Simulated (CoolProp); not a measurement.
Saturation properties of neopentane (Tc = 433.7 K, pc = 3.196 MPa, ω = 0.196).

Values from CoolProp's reference Helmholtz-energy equation of state, Lemmon 2006. It is a short technical equation, of lower accuracy than the large ones.

| T (K) | p (MPa) | vapour density (kg/m³) | liquid cp (kJ/(kg K)) | surface tension (mN/m) |
|---|---|---|---|---|
| 303.6 | 0.2034 | 6.268 | 2.342 | 10.4 |
| 309.2 | 0.2406 | 7.354 | 2.377 | 9.87 |
| 314.8 | 0.2828 | 8.581 | 2.413 | 9.33 |
| 320.4 | 0.3304 | 9.962 | 2.450 | 8.80 |
| 326 | 0.3837 | 11.51 | 2.488 | 8.28 |
| 331.6 | 0.4431 | 13.25 | 2.527 | 7.76 |
| 337.2 | 0.5091 | 15.19 | 2.568 | 7.25 |
| 342.8 | 0.5821 | 17.36 | 2.611 | 6.74 |
| 348.4 | 0.6625 | 19.78 | 2.657 | 6.24 |
| 354 | 0.7508 | 22.48 | 2.704 | 5.75 |
| 359.6 | 0.8474 | 25.49 | 2.756 | 5.27 |
| 365.2 | 0.9529 | 28.86 | 2.811 | 4.79 |
| 370.8 | 1.068 | 32.62 | 2.871 | 4.32 |
| 376.4 | 1.192 | 36.85 | 2.938 | 3.86 |
| 382 | 1.327 | 41.61 | 3.013 | 3.41 |

It boils at 282.7 K under 1 atm.

Surface tension comes from a separate correlation (Mulero 2014).
